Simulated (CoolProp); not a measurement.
Values from CoolProp's reference Helmholtz-energy equation of state, Span 2003. It is a short technical equation, of lower accuracy than the large ones.

Problem. For n-heptane, give the phase and the speed of sound (m/s), conductivity (mW/(m K)) at 57.65 °C and 0.117 MPa; 324.25 °C and 0.905 MPa; 310.45 °C and 0.0699 MPa.

Solution. 
- 57.65 °C and 0.117 MPa: liquid; speed of sound 995, conductivity 113
- 324.25 °C and 0.905 MPa: gas; speed of sound 208, conductivity 48.2
- 310.45 °C and 0.0699 MPa: gas; speed of sound 222, conductivity 43.4

Thermal conductivity comes from a separate model (Assael 2013).
